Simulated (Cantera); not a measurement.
Feed: 1 mol B, 8.6 mol O2, 2.2 mol H2, equilibrated at 1977 °C and 10.0 Torr.

Method: chemical equilibrium by Gibbs-energy minimisation in Cantera with the NASA 1993 tables (ideal gas, pure condensed phases). Candidate condensed phases: B, B2O3, B3O3H3, H2O; 23 gas species. Equilibrium is a limit: real reactors are often held back by kinetics, nucleation or transport.

Base state: O2 0.671, H2O 0.168, HBO2 0.0756, OH 0.0310, O 0.0262, BO2 0.0168, B2O3 0.00506, H 0.00338 (mole fractions); condensed: gas only.

Question: What changes in the equilibrium state with this change: temperature from 1977 °C to 1525 °C?

Answer: 
```tsv
species	before	after
O2	0.671	0.711
H2O	0.168	0.182
HBO2	0.0756	0.0959
OH	0.0310	0.00367
O	0.0262	0.000872
BO2	0.0168	0.00234
BO	0.000213	7.25e-7
HBO	1.49e-5	1.33e-7
```
